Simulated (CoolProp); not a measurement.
Vapour-liquid equilibrium of carbon dioxide (1) + ethane (2) at 222.8 K; x and y are mole fractions of (1).

Computed with CoolProp (multi-fluid Helmholtz-energy mixture model, Span 1996 and Bücker 2006; pair parameters Kunz 2012).

Task: Give the bubble pressure and the first vapour's composition at x = 0.2, 0.275, 0.725. Is there an azeotrope?

Result: x = 0.2: 0.7478 MPa, y = 0.374; x = 0.275: 0.7936 MPa, y = 0.445; x = 0.725: 0.8626 MPa, y = 0.662. y crosses x between x = 0.575 and 0.65: the model has an azeotrope there.

The pair parameters rest on a limited set of measurements; away from them the model extrapolates.
